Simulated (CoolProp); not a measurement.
Computed with CoolProp (reference Helmholtz-energy equation of state, Lemmon 2006). It is a short technical equation, of lower accuracy than the large ones.

Problem. For hydrogen sulfide, give the phase and the cp (kJ/(kg K)), cv (kJ/(kg K)), speed of sound (m/s), Joule-Thomson coefficient (K/MPa) at 69.25 °C and 109 kPa.

Solution. 
- 69.25 °C and 109 kPa: gas; cp 1.03, cv 0.776, speed of sound 330, Joule-Thomson coefficient 12.6
